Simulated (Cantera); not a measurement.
Feed: 1 mol Fe2O3, 39 mol H2, 16 mol N2, equilibrated at 6.00 bar.

Equilibrium computed with Cantera from the NASA thermochemical tables; the gas is ideal and each condensed phase is pure. Candidate condensed phases: Fe, FeO, Fe(OH)2, Fe(OH)3, Fe2O3, Fe3O4, H2O; 27 gas species. The numbers say what is thermodynamically allowed, not how fast it happens.

x: gas mole fraction; n: condensed amount in mol.

```json
[
 {"T (K)": "1000", "x H2": "0.654", "x N2": "0.291", "x H2O": "0.0546", "x NH3": "0.000995", "x H": "7.49e-10", "x Fe": "<1e-12", "n Fe(α)": "2.00", "n Fe(γ)": "0", "n Fe(δ)": "0", "n Fe(l)": "0"},
 {"T (K)": "1100", "x H2": "0.654", "x N2": "0.291", "x H2O": "0.0546", "x NH3": "0.000544", "x H": "8.54e-9", "x Fe": "<1e-12", "n Fe(α)": "2.00", "n Fe(γ)": "0", "n Fe(δ)": "0", "n Fe(l)": "0"},
 {"T (K)": "1200", "x H2": "0.654", "x N2": "0.291", "x H2O": "0.0546", "x NH3": "0.000327", "x H": "6.52e-8", "x Fe": "?", "n Fe(α)": "0", "n Fe(γ)": "2.00", "n Fe(δ)": "0", "n Fe(l)": "0"},
 {"T (K)": "1300", "x H2": "0.654", "x N2": "0.291", "x H2O": "0.0546", "x NH3": "0.000212", "x H": "3.65e-7", "x Fe": "?", "n Fe(α)": "0", "n Fe(γ)": "2.00", "n Fe(δ)": "0", "n Fe(l)": "0"},
 {"T (K)": "1400", "x H2": "0.654", "x N2": "0.291", "x H2O": "0.0546", "x NH3": "0.000147", "x H": "1.61e-6", "x Fe": "?", "n Fe(α)": "0", "n Fe(γ)": "2.00", "n Fe(δ)": "0", "n Fe(l)": "0"},
 {"T (K)": "1500", "x H2": "0.654", "x N2": "0.291", "x H2O": "0.0546", "x NH3": "0.000106", "x H": "5.81e-6", "x Fe": "?", "n Fe(α)": "0", "n Fe(γ)": "2.00", "n Fe(δ)": "0", "n Fe(l)": "0"},
 {"T (K)": "1600", "x H2": "0.654", "x N2": "0.291", "x H2O": "0.0545", "x NH3": "8.00e-5", "x H": "1.80e-5", "x Fe": "?", "n Fe(α)": "0", "n Fe(γ)": "2.00", "n Fe(δ)": "0", "n Fe(l)": "0"},
 {"T (K)": "1700", "x H2": "0.654", "x N2": "0.291", "x H2O": "0.0545", "x NH3": "6.24e-5", "x H": "4.87e-5", "x Fe": "?", "n Fe(α)": "0", "n Fe(γ)": "0", "n Fe(δ)": "2.00", "n Fe(l)": "0"},
 {"T (K)": "1800", "x H2": "0.654", "x N2": "0.291", "x H2O": "0.0545", "x NH3": "5.00e-5", "x H": "0.000118", "x Fe": "?", "n Fe(α)": "0", "n Fe(γ)": "0", "n Fe(δ)": "2.00", "n Fe(l)": "0"},
 {"T (K)": "1900", "x H2": "0.654", "x N2": "0.291", "x H2O": "0.0545", "x NH3": "4.10e-5", "x H": "0.000262", "x Fe": "?", "n Fe(α)": "0", "n Fe(γ)": "0", "n Fe(δ)": "0", "n Fe(l)": "2.00"}
]
```

Some entries are withheld; supply them.


- 1200, x Fe: 8.27e-12
- 1300, x Fe: 1.82e-10
- 1400, x Fe: 2.55e-9
- 1500, x Fe: 2.50e-8
- 1600, x Fe: 1.83e-7
- 1700, x Fe: 1.05e-6
- 1800, x Fe: 4.91e-6
- 1900, x Fe: 1.86e-5
